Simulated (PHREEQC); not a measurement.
KOH is added in steps, without added water, to 1 kg of water holding 6.3 mmol/kgw Ag2SO4, 1.2 mmol/kgw KNO3 and 3.8 mmol/kgw Cu(NO3)2, at 25 °C. Oxygen is held at 0.21 atm. No CO2 enters from the air. Nothing may precipitate in this run.

Base run: PHREEQC, ion-association model, wateq4f.dat. Each further column changes one thing. The table gives Cu+2 (mol/kgw).

| KOH added (mol) | base | KNO3 left out | 0.0048 mol/kgw NaHCO3 added | Ag2SO4 left out | solids may form |
|---|---|---|---|---|---|
| 0 | 0.00292 | 0.00291 | 0.00132 | 0.00379 | 0.00292 |
| 0.001087 | 0.00215 | 0.00214 | 0.000965 | 0.00279 | 0.00229 |
| 0.001903 | 0.00160 | 0.00159 | 0.000716 | 0.00207 | 0.00182 |
| 0.002991 | 0.000969 | 0.000965 | 0.000425 | 0.00122 | 0.00120 |
| 0.003806 | 0.000604 | 0.000603 | 0.000254 | 0.000728 | 0.000965 |
| 0.004894 | 0.000291 | 0.000290 | 0.000106 | 0.000329 | 0.000410 |
| 0.005709 | 0.000155 | 0.000155 | 4.58e-5 | 0.000170 | 2.02e-8 |
| 0.006797 | 4.85e-5 | 4.85e-5 | 8.11e-6 | 5.18e-5 | 1.76e-8 |
| 0.007613 | 3.47e-7 | 3.45e-7 | 6.14e-7 | 1.28e-7 | 1.69e-8 |
| 0.0087 | 1.40e-10 | 1.39e-10 | 2.45e-8 | 2.87e-11 | 1.60e-8 |

In at least one series the solution becomes supersaturated in solids that the run did not let form, among them Cu(OH)2, Brochantite, Antlerite, Cu2(OH)3NO3, Ag2O. The database's constant for dissolved Cu(OH)2 is higher than later reviews accept. Solids allowed in the column 'solids may form': Cu(OH)2, Brochantite, Antlerite, Cu2(OH)3NO3, Ag2O, Ag2SO4, Chalcanthite.
